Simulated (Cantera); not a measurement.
An adiabatic, constant-pressure homogeneous reactor starts with H₂ : O₂ : N₂ = 1 : 0.217 : 0.817 (molar parts), at 1100 K and 5.00 bar. Integrator tolerance rtol = 1e-08.

Model: GRI-Mech 3.0 (53 species, 325 reactions), integrated in Cantera. The hydrogen kinetics of GRI-Mech 3.0 are dated; newer H2 mechanisms differ, most at raised pressure.

What does this change do: N2 0.817 to 2.3 parts?


| quantity | before | after |
|---|---|---|
| time of steepest temperature rise | 0.438 ms | 0.550 ms |
| temperature at 0.200 s | 2582 K | 2003 K |
| equilibrium temperature | 2582 K | 2003 K |
| x(H₂) at 0.200 s | 0.306 (gas-phase equilibrium 0.306) | 0.171 (gas-phase equilibrium 0.171) |
| x(O₂) at 0.200 s | 9.15e-6 (gas-phase equilibrium 9.15e-6) | 1.03e-8 (gas-phase equilibrium 1.03e-8) |
| x(H₂O₂) at 0.200 s | 1.33e-8 (gas-phase equilibrium 1.33e-8) | 5.59e-11 (gas-phase equilibrium 5.59e-11) |
| x(N₂O) at 0.200 s | 1.24e-8 (gas-phase equilibrium 1.24e-8) | 1.83e-10 (gas-phase equilibrium 1.91e-10) |
| x(H) at 0.200 s | 0.00888 (gas-phase equilibrium 0.00888) | 0.000309 (gas-phase equilibrium 0.000309) |

What does this change do: initial temperature 1100 to 950 K?


```
quantity                                                            before                                    after
---------------------------------  ---------------------------------------  ---------------------------------------
time of steepest temperature rise                                 0.438 ms                                  30.1 ms
temperature at 0.200 s                                              2582 K                                   2475 K
equilibrium temperature                                             2582 K                                   2475 K
x(H₂) at 0.200 s                       0.306 (gas-phase equilibrium 0.306)      0.308 (gas-phase equilibrium 0.308)
x(O₂) at 0.200 s                   9.15e-6 (gas-phase equilibrium 9.15e-6)  3.32e-6 (gas-phase equilibrium 3.32e-6)
x(H₂O₂) at 0.200 s                 1.33e-8 (gas-phase equilibrium 1.33e-8)  6.45e-9 (gas-phase equilibrium 6.45e-9)
x(N₂O) at 0.200 s                  1.24e-8 (gas-phase equilibrium 1.24e-8)  6.19e-9 (gas-phase equilibrium 6.19e-9)
x(H) at 0.200 s                    0.00888 (gas-phase equilibrium 0.00888)  0.00563 (gas-phase equilibrium 0.00563)
```
